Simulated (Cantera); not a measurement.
Charge: 1 mol AlI3, 1 mol N2O, 970 mol N2, at 773 K and 0.00133 bar.

Method: chemical equilibrium by Gibbs-energy minimisation in Cantera with the NASA 1993 tables (ideal gas, pure condensed phases). Candidate condensed phases: Al, AlI3, AlN, Al2O3, I2; 21 gas species. Equilibrium is a limit: real reactors are often held back by kinetics, nucleation or transport.

Problem. What is the equilibrium state?

Solution. 
| Property | Value |
|---|---|
| x(N2) | 0.997 |
| x(I) | 0.00204 |
| x(I2) | 0.000407 |
| x(AlI3) | 7.57e-5 |
| n(AlN(s)) | 0.260 mol |
| n(Al2O3(s)) | 0.333 mol |
| gas amount | 973.3 mol |
| log10 activity of I2(l) (absent) | -7.96 |
| log10 activity of Al(s) (absent) | -14.55 |
